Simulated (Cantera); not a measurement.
Feed: 1 mol SiO₂, 4.8 mol HF, 31 mol N₂, held at 875 K and 0.0623 Torr.

Cantera equilibrium calculation (NASA polynomials, part measured and part estimated; ideal gas, pure solids and liquids). Candidate condensed phases: H₂O, Si, SiO₂, Si₂N₂O, Si₃N₄; 58 gas species. Rates play no part.

Base state: N₂ 0.870, HF 0.116, H₂O 0.00952, SiF₄ 0.00476 (mole fractions); condensed: SiO₂(β-quartz).

Q: What changes in the equilibrium state with this change: pressure from 0.0623 Torr to 0.0248 Torr?

A: 
```csv
species,before,after
N₂,0.870,0.869
HF,0.116,0.120
H₂O,0.00952,0.00734
SiF₄,0.00476,0.00367
"SiO₂(β-quartz), mol",0.830,0.869
```

Q: What changes in the equilibrium state with this change: temperature from 875 K to 1575 K?

A: 
```json
[
 {"species": "N₂", "before": "0.870", "after": "0.866"},
 {"species": "HF", "before": "0.116", "after": "0.131"},
 {"species": "H₂O", "before": "0.00952", "after": "0.00120"},
 {"species": "SiF₄", "before": "0.00476", "after": "0.000660"},
 {"species": "H", "before": "<1e-9", "after": "4.49e-5"},
 {"species": "NO", "before": "1.25e-9", "after": "2.65e-5"},
 {"species": "SiO₂(β-quartz), mol", "before": "0.830", "after": "0.976"}
]
```
The tables hold silica as quartz up to 1696 K and as liquid above; real silica turns to tridymite and cristobalite and melts near 1996 K.
